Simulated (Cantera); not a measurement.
A freely propagating, adiabatic, planar premixed flame of CH3OH : O2 : N2 : CO2 = 1 : 1.55 : 5.81 : 0.24 (molar parts), equivalence ratio 0.97, unburnt at 598 K and 120 Torr; mixture-averaged transport, grid criteria slope 0.08 and curve 0.16, no radiation.

Cantera simulation using GRI-Mech 3.0 (53 species, 325 reactions); the numbers are that mechanism's predictions, not measurements. GRI-Mech 3.0 was tuned for natural gas; its chemistry of methanol as a main component is partial and can be far from experiment. Burning velocities carry a grid error of a few per cent, more on coarse grids.

Q: Predict: laminar burning velocity; thermal thickness; peak x(H2); peak x(CH2); peak x(HCO).

A: 
```json
{
  "laminar_burning_velocity": "147 cm/s",
  "thermal_thickness": "1.47 mm",
  "peak x(H2)": "0.0348",
  "peak x(CH2)": "1.12e-5",
  "peak x(HCO)": "0.000314"
}
```
